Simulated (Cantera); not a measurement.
What does this Cantera script print?

```python
import numpy as np
import cantera as ct

gas_names = """
    CL CL2 H HCL H2 Si SiCL SiCL2 SiCL3 SiCL4 SiH SiHCL3 SiH2 SiH2CL2 SiH3 SiH3CL SiH4 Si2 Si3
""".split()
cond_names = """
    Si(cr) Si(L)
""".split()


def load(file, names, dense=False):
    # The tables refer to 1 bar. Condensed volumes are neglected.
    table = {s.name: s for s in ct.Species.list_from_file(file)}
    out = []
    for n in names:
        d = dict(table[n].input_data)
        d["thermo"] = dict(d["thermo"], **{"reference-pressure": 1e5})
        if dense:
            d["equation-of-state"] = {"model": "constant-volume", "density": "1e6 g/cm^3"}
        out.append(ct.Species.from_dict(d))
    return out


gas = ct.Solution(thermo="ideal-gas", species=load("nasa_gas.yaml", gas_names))
cond = {s.name: ct.Solution(thermo="fixed-stoichiometry", species=[s], name=s.name)
        for s in load("nasa_condensed.yaml", cond_names, dense=True)}
atoms = {
    'Si': {'Si': 1},
    'HCl': {'H': 1, 'CL': 1},
}
top_T = {}  # K; cautious upper limits of use, not melting points


def equilibrate(T, P, feed):
    n = {}
    for name, mol in feed.items():
        for a, k in atoms[name].items():
            n[a] = n.get(a, 0.0) + k * mol
    gas.TPX = T, P, n
    mass = sum(n.values()) * gas.mean_molecular_weight
    gas.equilibrate("TP")
    valid = [c for c in cond.values() if c.min_temp <= T <= top_T.get(c.name, c.max_temp)]
    mix = ct.Mixture([(gas, mass / gas.mean_molecular_weight)] + [(c, 0.0) for c in valid])
    mix.T, mix.P = T, P
    mix.equilibrate("TP", solver="vcs", rtol=1e-11, max_steps=5000)
    return mix


results = []
feed = {'Si': 1, 'HCl': 12}  # mol
P = 1.2  # Pa
for T in [1200, 1250, 1300, 1350, 1400, 1450, 1500, 1550, 1600, 1650]:
    mix = equilibrate(T, P, feed)
    results.append((T, P, feed, dict(zip(mix.species_names, mix.species_moles))))

top = {s: max(r[3][s] / sum(r[3][g] for g in gas_names) for r in results) for s in gas_names}
cols = sorted((s for s in top if top[s] > 1e-05), key=lambda s: -top[s])[:5]
seen = [c for c in cond_names if any(r[3].get(c, 0) > 1e-12 for r in results)]
print("log10 of partial pressures in bar; condensed amounts in mol")
print(f"{'T/K':>10s}" + "".join(f"{s[:9]:>10s}" for s in cols + seen))
for T, P, feed, n in results:
    ng = sum(n[g] for g in gas_names)
    print(f"{T:10.4g}" + "".join(f"{np.log10(max(n[s] / ng * P / 1e5, 1e-99)):10.3f}" for s in cols)
          + "".join(f"{n.get(c, 0):10.4g}" for c in seen))
```

It prints:

```
log10 of partial pressures in bar; condensed amounts in mol
       T/K       HCL        H2     SiCL2        CL     SiCL4
      1200    -5.018    -5.859    -6.219    -8.856    -6.546
      1250    -5.010    -5.918    -6.116    -8.435    -6.881
      1300    -5.006    -5.954    -6.064    -8.059    -7.258
      1350    -5.004    -5.972    -6.038    -7.720    -7.647
      1400    -5.004    -5.979    -6.024    -7.412    -8.032
      1450    -5.006    -5.979    -6.017    -7.130    -8.405
      1500    -5.009    -5.972    -6.013    -6.871    -8.765
      1550    -5.016    -5.960    -6.012    -6.635    -9.116
      1600    -5.025    -5.940    -6.014    -6.422    -9.463
      1650    -5.040    -5.914    -6.018    -6.230    -9.808
```

Equilibrium computed with Cantera from the NASA thermochemical tables; the gas is ideal and each condensed phase is pure. The tables' values for SiCl3, SiCl are old estimates; treat these amounts as uncertain.
